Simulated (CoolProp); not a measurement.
R507A along the isotherm 371.1 K: fugacity coefficient from the reference equation and from simpler models built on Tc = 343.8 K, pc = 3705 kPa, ω = 0.286; each cubic takes its own stable root.

Computed with CoolProp (reference Helmholtz-energy equation of state, Lemmon 2003). It is a pseudo-pure fit of the blend.

| p (kPa) | phase | reference | Redlich-Kwong | Soave-Redlich-Kwong |
|---|---|---|---|---|
| 463 | gas | … | 0.9662 | 0.9677 |
| 926 | gas | 0.9319 | 0.9329 | 0.9358 |
| 1390 | gas | 0.8986 | 0.8999 | 0.9044 |
| 1850 | gas | 0.8661 | … | … |
| 2320 | gas | … | … | 0.8427 |
| 2780 | gas | … | … | 0.8128 |
| 3240 | gas | 0.7707 | 0.7725 | 0.7832 |
| 3700 | gas | … | 0.7414 | 0.7539 |
| 4170 | supercritical | 0.7087 | 0.7097 | 0.7242 |
| 4630 | supercritical | 0.6784 | 0.6786 | 0.6954 |
| 5090 | supercritical | 0.6483 | 0.6475 | 0.6669 |
| 5560 | supercritical | 0.6181 | 0.6165 | 0.6385 |

Question: What belongs in the gaps?

Answer: 
- 463, reference: 0.9656
- 1850, Redlich-Kwong: 0.8678
- 1850, Soave-Redlich-Kwong: 0.8737
- 2320, reference: 0.8334
- 2320, Redlich-Kwong: 0.8352
- 2780, reference: 0.8019
- 2780, Redlich-Kwong: 0.8037
- 3700, reference: 0.7399
